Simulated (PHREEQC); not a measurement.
Make-up at 25 °C: 46 mmol/kgw H3PO4, 0.09 mmol/kgw H2SO4 and 17 mmol/kgw NiSO4. Closed to the air; pH follows from the charge balance.

Model: ion-association model, wateq4f.dat, run in PHREEQC.

No solid was allowed to form.

Q: What pH, ionic strength does the model give?

A: pH 1.92; ionic strength 0.0618 mol/kgw.

Q: In which forms is P present?

A: H3PO4 59 %, H2PO4- 41 % of the P.

H3PO4, which wateq4f.dat lacks, is added to it with the constant of phreeqc.dat. The database has no phosphate complexes of Ni.
